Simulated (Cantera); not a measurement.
A perfectly stirred reactor is fed with N₂O : N₂ = 1 : 1.6 (molar parts), at 1330 Pa; it is held at 1450 K, and followed from long to short residence time.

Cantera simulation using GRI-Mech 3.0 (53 species, 325 reactions); the numbers are that mechanism's predictions, not measurements. GRI-Mech 3.0 was tuned for natural gas; its chemistry of N2O as a main component is partial and can be far from experiment. Radical loss at walls, strong at low pressure, is not modelled. The temperature is held fixed by assumption; the heat of reaction is taken as removed at once.

What does this change do: temperature 1450 to 1000 K?


```tsv
quantity	before	after
x(N₂O) at τ = 0.400 s	0.322	0.385
x(NO) at τ = 0.400 s	0.0117	5.22e-7
x(N₂) at τ = 0.400 s	0.646	0.615
x(NO₂) at τ = 0.400 s	1.11e-6	1.38e-12
x(O₂) at τ = 0.400 s	0.0204	6.26e-6
x(N₂O) at τ = 41.0 ms	0.377	0.385
x(NO) at τ = 41.0 ms	0.00139	5.06e-8
x(N₂) at τ = 41.0 ms	0.619	0.615
x(NO₂) at τ = 41.0 ms	6.09e-8	<1e-12
x(O₂) at τ = 41.0 ms	0.00242	6.08e-7
```
The mechanism lacks the step 2 NO + O2 → 2 NO2, which can matter for NO2 below about 1400 K.

What does this change do: N2O 1 to 0.38 parts?


```tsv
quantity	before	after
x(N₂O) at τ = 0.400 s	0.322	0.163
x(NO) at τ = 0.400 s	0.0117	0.00590
x(N₂) at τ = 0.400 s	0.646	0.821
x(NO₂) at τ = 0.400 s	1.11e-6	5.29e-7
x(O₂) at τ = 0.400 s	0.0204	0.0103
x(N₂O) at τ = 41.0 ms	0.377	0.188
x(NO) at τ = 41.0 ms	0.00139	0.000684
x(N₂) at τ = 41.0 ms	0.619	0.810
x(NO₂) at τ = 41.0 ms	6.09e-8	2.96e-8
x(O₂) at τ = 41.0 ms	0.00242	0.00120
```
